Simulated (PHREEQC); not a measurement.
Acid mine or pickling water: an equilibrium model

Model water analysis in mmol/kgw, 25 °C, pH 2.95, pe 11.4:

```json
[
 {"constituent": "Na", "mmol/kgw": "3.23"},
 {"constituent": "K", "mmol/kgw": "1.28"},
 {"constituent": "Ca", "mmol/kgw": "3.69"},
 {"constituent": "Mg", "mmol/kgw": "1.21"},
 {"constituent": "Cl", "mmol/kgw": "1.68"},
 {"constituent": "S(6)", "mmol/kgw": "8.84"},
 {"constituent": "Mn(2)", "mmol/kgw": "0.17"},
 {"constituent": "Al", "mmol/kgw": "0.0747"},
 {"constituent": "O(0) (counted as O atoms)", "mmol/kgw": "0.463"},
 {"constituent": "Fe(3)", "mmol/kgw": "1.23"},
 {"constituent": "Cu(2)", "mmol/kgw": "0.15"},
 {"constituent": "N(5)", "mmol/kgw": "0.0152"}
]
```

Cl is adjusted to close the charge balance.
Valence states are taken as typed.

Equilibrium calculation in PHREEQC: ion-association model, phreeqc.dat.

This is a speciation only: nothing precipitates in the calculation.

Task: What ionic strength does the model give?

Result: ionic strength 0.0253 mol/kgw.

Task: In which forms is K present?

Result: K+ 98 %, KSO4- 2.2 % of the K.

The solution is supersaturated, for example in Jarosite-K, Hematite (slow to form), so a real one may precipitate; this is no full list. Species that the database lacks are ignored.
